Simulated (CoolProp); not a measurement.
R113 along the isotherm 406.1 K: fugacity coefficient from the reference equation and from simpler models built on Tc = 487.2 K, pc = 33.92 bar, ω = 0.253; each cubic takes its own stable root.

Values from CoolProp's reference Helmholtz-energy equation of state, Marx 1992.

```csv
p (bar),phase,reference
10.6,liquid,0.7078
21.2,liquid,0.3707
31.8,liquid,0.2587
42.4,liquid,0.2031
53,liquid,0.1700
63.6,liquid,0.1481
74.2,liquid,0.1328
84.8,liquid,0.1215
95.4,liquid,0.1128
106,liquid,0.1061
117,liquid,0.1006
127,liquid,0.09659
138,liquid,0.09298
148,liquid,0.09031
159,liquid,0.08790
170,liquid,0.08595
```

### Question
How far does each simpler model (Redlich-Kwong, Soave-Redlich-Kwong, Peng-Robinson) lie from the reference over these 16 states: mean and median of the absolute difference, and the worst?

### Answer
- Redlich-Kwong: mean 25.1 %, median 25.7 %, worst +29.3 % at 406.1 K and 170 bar
- Soave-Redlich-Kwong: mean 4.1 %, median 4.2 %, worst +6.4 % at 406.1 K and 170 bar
- Peng-Robinson: mean 2.4 %, median 2.3 %, worst -4.1 % at 406.1 K and 170 bar

At some of these states Redlich-Kwong gives the other phase, because its saturation line lies elsewhere.
